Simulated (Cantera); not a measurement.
Equilibrium for iron carbonyl, mercury and lead vapours: Pb + H2 + N2

Feed: 1 mol Pb, 0.86 mol H2, 2.6 mol N2, equilibrated at 1573.15 K.

Cantera equilibrium calculation (NASA polynomials, part measured and part estimated; ideal gas, pure solids and liquids). Candidate condensed phases: Pb; 11 gas species. The numbers say what is thermodynamically allowed, not how fast it happens.

```csv
P (Pa),x N2,x H2,x Pb,x H,x Pb2,x NH3,x NH2,n Pb(l)
10,0.582,0.192,0.224,0.00178,6.81e-8,3.22e-10,8.46e-12,0
42,0.583,0.192,0.224,0.000871,2.86e-7,1.36e-9,1.74e-11,0
180,0.583,0.193,0.224,0.000421,1.23e-6,5.83e-9,3.61e-11,0
750,0.583,0.193,0.224,0.000206,5.11e-6,2.43e-8,7.37e-11,0
3200,0.583,0.193,0.224,1.00e-4,2.18e-5,1.04e-7,1.52e-10,0
13000,0.583,0.193,0.224,4.96e-5,8.85e-5,4.22e-7,3.07e-10,0
56000,0.687,0.227,0.0859,2.59e-5,5.60e-5,2.52e-6,8.15e-10,0.675
240000,0.736,0.244,0.0200,1.30e-5,1.31e-5,1.24e-5,1.87e-9,0.929
1000000,0.748,0.247,0.00481,6.40e-6,3.14e-6,5.34e-5,3.91e-9,0.983
```
x: gas mole fraction; n: condensed amount in mol.

From 10.0 Pa to 0.130 bar nothing is condensed. From 0.560 bar to 10.0 bar the condensed part is Pb(l). The main Pb-bearing gas is Pb throughout.
